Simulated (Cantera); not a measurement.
Feed: 1 mol Ta(OEt)₅, 1.3 mol CO₂, equilibrated at 1150 K and 1.00 bar.

Cantera equilibrium calculation (NASA polynomials, part measured and part estimated; ideal gas, pure solids and liquids). The feed counts by its element totals alone. Equilibrium is a limit: real reactors are often held back by kinetics, nucleation or transport.

```json
[
 {"species": "H₂", "before": "0.695", "after": "0.622"},
 {"species": "CO", "before": "0.281", "after": "0.378"},
 {"species": "H₂O", "before": "0.00917", "after": "1.47e-5"},
 {"species": "CH₄", "before": "0.0113", "after": "1.21e-5"},
 {"species": "CO₂", "before": "0.00312", "after": "7.52e-6"},
 {"species": "C(graphite), mol", "before": "6.22", "after": "2.70"},
 {"species": "Ta₂O₅(s), mol", "before": "0.500", "after": "0"},
 {"species": "TaC(s), mol", "before": "0", "after": "1.00"}
]
```
Gas species are given as mole fractions.

Q: Which change was made?
A) pressure from 1.00 bar to 1.33 mbar
B) temperature from 1150 K to 2648 K
C) temperature from 1150 K to 1000 K
D) temperature from 1150 K to 2348.15 K

A: A, pressure from 1.00 bar to 1.33 mbar. TaC: taken at fixed stoichiometry. Condensed phases not in the tables: Ta₂C
